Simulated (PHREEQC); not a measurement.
Consider water at 20 °C with 11 mmol/kgw NiSO4, 0.55 mmol/kgw NaCl and 4.8 mmol/kgw NiCl2. Closed to the air; pH follows from the charge balance.

Equilibrium calculation in PHREEQC: ion-association model, wateq4f.dat.

```tsv
quantity	before	after
pH	6.18	5.54
ionic strength (mol/kgw)	0.0439	0.0414
Ni+2 (mol/kgw)	0.0120	0.0114
SO4-2 (mol/kgw)	0.00730	0.00668
NiSO4 (mol/kgw)	0.00369	0.00430
NiCl+ (mol/kgw)	0.000141	0.000124
SI of Morenosite (NiSO4:7H2O)	-2.30	-2.80
```

Task: What was changed between the two runs?
(A) temperature from 20 to 80 °C
(B) NiCl2 from 0.0048 to 0.00048 mol/kgw
(C) NiSO4 replaced by Fe2(SO4)3 at the same molality
(D) temperature from 20 to 25 °C
(E) diluted 100-fold with water

Result: A, temperature from 20 to 80 °C

No solid was allowed to form. In wateq4f.dat the enthalpy of Ni(OH)2 has the wrong sign, so its saturation index can't be trusted away from 25 °C. Constants without temperature data keep their 25 °C values here.
